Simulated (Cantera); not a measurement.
A perfectly stirred reactor is fed with CH4 : O2 : N2 = 1 : 1.43 : 8.86 (molar parts), equivalence ratio 1.4, at 0.987 atm; it is adiabatic with a 625 K inlet, and is followed from long to short residence time, starting on the burning branch (τ in s: 0.048, 0.023, 0.011, 0.0052, 0.0025, 0.0012, 0.00057, 0.00027, 0.00013, 6.1e-05, 2.9e-05, 1.4e-05, 6.6e-06).

Cantera simulation using GRI-Mech 3.0 (53 species, 325 reactions); the numbers are that mechanism's predictions, not measurements.

What does this change do: inlet temperature 625 to 773 K?


| quantity | before | after |
|---|---|---|
| blow-out, bracketed by the residence times tried | burning at 2.50 ms, out at 1.20 ms | burning at 1.20 ms, out at 0.570 ms |
| x(CH4) at τ = 48.0 ms | 0.00201 | 0.000664 |
| x(O2) at τ = 48.0 ms | 0.000892 | 0.000364 |
| x(NO2) at τ = 48.0 ms | 3.55e-10 | 4.74e-10 |
| x(NO) at τ = 48.0 ms | 2.22e-5 | 8.90e-5 |
| x(HCN) at τ = 48.0 ms | 5.31e-5 | 8.84e-5 |
| x(CH4) at τ = 0.570 ms | 0.0886 | 0.0886 |
| x(O2) at τ = 0.570 ms | 0.127 | 0.127 |
| x(NO2) at τ = 0.570 ms | <1e-12 | <1e-12 |
| x(NO) at τ = 0.570 ms | <1e-12 | <1e-12 |
| x(HCN) at τ = 0.570 ms | <1e-12 | <1e-12 |
